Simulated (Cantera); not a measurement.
An adiabatic, constant-pressure homogeneous reactor starts with 19.9 % H2, 16.8 % O2, 63.3 % N2, equivalence ratio 0.59, at 1525 K and 10.0 bar.

Computed with Cantera and GRI-Mech 3.0 (53 species, 325 reactions). The hydrogen kinetics of GRI-Mech 3.0 are dated; newer H2 mechanisms differ, most at raised pressure.

### Question
Predict: time of steepest temperature rise; temperature at 1.00 s; equilibrium temperature; x(H2) at 1.00 s; x(O2) at 1.00 s; x(HO2) at 1.00 s; x(H2O) at 1.00 s; x(NO) at 1.00 s; x(OH) at 1.00 s; x(O) at 1.00 s.

### Answer
- time of steepest temperature rise: 1.40 µs
- temperature at 1.00 s: 2737 K
- equilibrium temperature: 2737 K
- x(H2) at 1.00 s: 0.00440 (gas-phase equilibrium 0.00440)
- x(O2) at 1.00 s: 0.0636 (gas-phase equilibrium 0.0636)
- x(HO2) at 1.00 s: 2.61e-5 (gas-phase equilibrium 2.61e-5)
- x(H2O) at 1.00 s: 0.205 (gas-phase equilibrium 0.205)
- x(NO) at 1.00 s: 0.0174 (gas-phase equilibrium 0.0174)
- x(OH) at 1.00 s: 0.0170 (gas-phase equilibrium 0.0170)
- x(O) at 1.00 s: 0.00339 (gas-phase equilibrium 0.00339)
